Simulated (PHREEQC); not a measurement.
Consider water at 25 °C with 180 mmol/kgw Ni(NO3)2, 3.6 mmol/kgw H3BO3 and 2.4 mmol/kgw NiCl2. Closed to the air; pH follows from the charge balance.

Computed with PHREEQC (ion-association model, wateq4f.dat).

Each row changes one thing in this solution. No solid was allowed to form.

```
case                                   pH  Cl- (mol/kgw)  NiCl+ (mol/kgw)  NiCl2 (mol/kgw)  NiOH+ (mol/kgw)  H2BO3- (mol/kgw)
-----------------------------------  ----  -------------  ---------------  ---------------  ---------------  ----------------
as made                              5.49        0.00430         0.000499          3.22e-6          3.04e-6           1.24e-6
H3BO3 from 0.0036 to 0.0054 mol/kgw  5.46        0.00430         0.000499          3.22e-6          2.84e-6           1.73e-6
H3BO3 from 0.0036 to 0.036 mol/kgw   5.21        0.00430         0.000499          3.22e-6          1.60e-6           6.52e-6
diluted 5-fold with water            5.81       0.000930          3.02e-5          5.84e-8          1.51e-6           3.71e-7
temperature from 25 to 75 °C         4.92        0.00436         0.000439          2.66e-6          1.53e-5           7.76e-7
```

In wateq4f.dat the enthalpy of Ni(OH)2 has the wrong sign, so its saturation index can't be trusted away from 25 °C. At this temperature some constants are extrapolated from 25 °C, and those without enthalpy data are left unchanged.
